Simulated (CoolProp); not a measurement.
Saturation properties of ethylene.

The numbers come from the reference Helmholtz-energy equation of state, Smukala 2000 in CoolProp.

| T (K) | p (MPa) | enthalpy of vaporisation (kJ/kg) | liquid cp (kJ/(kg K)) |
|---|---|---|---|
| 132 | 0.005461 | 532.3 | 2.415 |
| 136.3 | 0.008389 | 526.9 | 2.411 |
| 140.6 | 0.01251 | 521.4 | 2.408 |
| 144.9 | 0.01816 | 515.8 | 2.405 |
| 149.2 | 0.02572 | 510.2 | 2.404 |
| 153.5 | 0.03565 | 504.5 | 2.404 |
| 157.8 | 0.04842 | 498.7 | 2.405 |
| 162.1 | 0.06459 | 492.8 | 2.408 |
| 166.5 | 0.08524 | 486.6 | 2.413 |
| 170.8 | 0.1101 | 480.3 | 2.420 |
| 175.1 | 0.1402 | 474.0 | 2.429 |
| 179.4 | 0.1763 | 467.4 | 2.440 |
| 183.7 | 0.2191 | 460.6 | 2.453 |

It boils at 169.4 K under 1 atm.
